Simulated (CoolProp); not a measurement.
Vapour-liquid equilibrium of isobutene (1) + n-butane (2) at 316.8 K; x and y are mole fractions of (1).

Computed with CoolProp (multi-fluid Helmholtz-energy mixture model, Lemmon 2005 and Bücker 2006; pair parameters Bell 2016).

**Question.** Give the bubble pressure and the first vapour's composition at x = 0.25, 0.35, 0.95. Is there an azeotrope?

**Answer.** x = 0.25: 0.4476 MPa, y = 0.290; x = 0.35: 0.4581 MPa, y = 0.395; x = 0.95: 0.5133 MPa, y = 0.957. No azeotrope shows between x = 0.05 and 0.95.

The pair parameters rest on a limited set of measurements; away from them the model extrapolates.
